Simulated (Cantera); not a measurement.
What does this Cantera script print?

```python
import numpy as np
import cantera as ct

gas = ct.Solution("gri30.yaml")
gas.TPX = 1575, 1000000, {'CH4': 1, 'O2': 1.67, 'N2': 6.27}
reactor = ct.IdealGasReactor(gas, energy="on", clone=False)
net = ct.ReactorNet([reactor])
net.rtol, net.atol = 1e-08, 1e-16
show = ['CH4', 'O2', 'HCN', 'NO', 'O', 'CH2O']
times = np.geomspace(1e-06, 7, 10)

steps = ct.SolutionArray(gas, extra=["t"])
rows = []
print(f"{'t/s':>10s}{'T/K':>9s}{'P/Pa':>11s}" + "".join(f"{s:>11s}" for s in show))
for t in times:
    while net.time < t:
        t_next = net.step()
        steps.append(gas.state, t=t_next)
    rows.append([np.interp(t, steps.t, y) for y in (steps.T, steps.P, *steps(*show).X.T)])
    print(f"{t:10.3e}{rows[-1][0]:9.1f}{rows[-1][1]:11.4g}" + "".join(f"{x:11.3e}" for x in rows[-1][2:]))
rate = np.gradient(steps.T, steps.t)
print("integrator steps:", len(steps.t))
if steps.T.max() > steps.T[0] + 200:
    print(f"time of steepest temperature rise: {steps.t[rate.argmax()]:.4e} s")
gas.TPX = 1575, 1000000, {'CH4': 1, 'O2': 1.67, 'N2': 6.27}
gas.equilibrate("UV")
print(f"equilibrium (UV): T = {gas.T:.1f} K  " + "  ".join(f"{s} {gas[s].X[0]:.3e}" for s in show))
```

It prints:

```
       t/s      T/K       P/Pa        CH4         O2        HCN         NO          O       CH2O
 1.000e-06   1575.0      1e+06  1.119e-01  1.868e-01  2.490e-17  3.584e-15  1.247e-08  1.790e-07
 5.762e-06   1574.9  9.999e+05  1.118e-01  1.868e-01  1.274e-15  6.426e-14  5.533e-08  9.526e-06
 3.320e-05   1579.6  1.003e+06  1.105e-01  1.860e-01  1.378e-13  3.008e-12  3.803e-07  4.838e-04
 1.913e-04   3169.4  2.148e+06  2.593e-12  6.355e-03  8.912e-08  9.183e-03  3.396e-03  1.917e-08
 1.102e-03   3169.3  2.148e+06  2.595e-12  6.350e-03  8.933e-08  9.208e-03  3.393e-03  1.918e-08
 6.351e-03   3169.3  2.148e+06  2.595e-12  6.350e-03  8.933e-08  9.208e-03  3.393e-03  1.918e-08
 3.659e-02   3169.3  2.148e+06  2.595e-12  6.350e-03  8.933e-08  9.208e-03  3.393e-03  1.918e-08
 2.108e-01   3169.3  2.148e+06  2.595e-12  6.350e-03  8.933e-08  9.208e-03  3.393e-03  1.918e-08
 1.215e+00   3169.3  2.148e+06  2.595e-12  6.350e-03  8.933e-08  9.208e-03  3.393e-03  1.918e-08
 7.000e+00   3169.3  2.148e+06  2.595e-12  6.350e-03  8.933e-08  9.208e-03  3.393e-03  1.918e-08
integrator steps: 1880
time of steepest temperature rise: 9.3974e-05 s
equilibrium (UV): T = 3169.3 K  CH4 3.134e-12  O2 6.350e-03  HCN 8.933e-08  NO 9.208e-03  O 3.393e-03  CH2O 1.918e-08
```

Detailed kinetics in Cantera: GRI-Mech 3.0 (53 species, 325 reactions). Above 3000 K some thermodynamic fits are extrapolated.
